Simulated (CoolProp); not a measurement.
The fluid at 347 K and 5.31 MPa flows at 1.2 m/s in a round tube of 100 mm bore and 1.5 µm roughness, fully developed (64/Re and Nu = 3.66 if laminar; Colebrook and Gnielinski if turbulent). The same conditions are run with several fluids, on thermodynamics alone (safety and materials aside).

Values from CoolProp's reference Helmholtz-energy equation of state of each fluid (R404A: Lemmon 2003; oxygen: Schmidt 1985; ethane: Bücker 2006; sulfur hexafluoride: Guder 2009; R143a: Lemmon and Jacobsen 2000). Blends and air are pseudo-pure fits.

```
fluid                Reynolds number  Darcy friction factor  pressure drop (Pa/m)  heat-transfer coefficient (W/(m² K))  mass flow (kg/h)
-------------------  ---------------  ---------------------  --------------------  ------------------------------------  ----------------
R404A                        1340000                 0.0115                  65.5                                  1960             26900
oxygen                    (withheld)                 0.0147                  6.28                            (withheld)              2020
ethane                    (withheld)                 0.0127                  7.10                                   416              2640
sulfur hexafluoride          2100000                 0.0108                  41.1                            (withheld)        (withheld)
R143a                        1280000                 0.0116                  59.0                                  1940        (withheld)
```

Some entries are withheld; supply them.


- oxygen, Reynolds number: 295000
- oxygen, heat-transfer coefficient (W/(m² K)): 143
- ethane, Reynolds number: 693000
- sulfur hexafluoride, heat-transfer coefficient (W/(m² K)): 1170
- sulfur hexafluoride, mass flow (kg/h): 17900
- R143a, mass flow (kg/h): 24100

Above 300 K oxygen's equation is extrapolated.

Transport values come from each fluid's own correlations; those of R143a are estimates that may be off by 10 % or more.
